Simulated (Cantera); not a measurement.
Feed: 1 mol Si, 0.019 mol N₂O, 38 mol N₂, 0.091 mol O₂, 0.013 mol H₂O, held at 13.3 mbar.

Equilibrium computed with Cantera from the NASA thermochemical tables; the gas is ideal and each condensed phase is pure. Candidate condensed phases: H₂O, Si, SiO₂, Si₂N₂O, Si₃N₄; 35 gas species. Mutual solubility and eutectic melting of coexisting phases are not modelled. Rates play no part.

Which condensed phases are stable at each of these points (T (°C)): 800, 875, 950, 1025, 1100, 1175, 1250, 1325, 1400, 1475?


```
T (°C)      condensed phases  Si condensed (%)
------  --------------------  ----------------
800     Si₂N₂O(s) + Si₃N₄(s)             100.0
875     Si₂N₂O(s) + Si₃N₄(s)             100.0
950     Si₂N₂O(s) + Si₃N₄(s)             100.0
1025    Si₂N₂O(s) + Si₃N₄(s)             100.0
1100    Si₂N₂O(s) + Si₃N₄(s)             100.0
1175    Si₂N₂O(s) + Si₃N₄(s)             100.0
1250    Si₂N₂O(s) + Si₃N₄(s)              99.9
1325    Si₂N₂O(s) + Si₃N₄(s)              99.4
1400    Si₂N₂O(s) + Si₃N₄(s)              95.6
1475                Si₃N₄(s)              78.4
```

From 800 °C to 1400 °C the condensed part is Si₂N₂O(s) + Si₃N₄(s). At 1475 °C the condensed part is Si₃N₄(s).
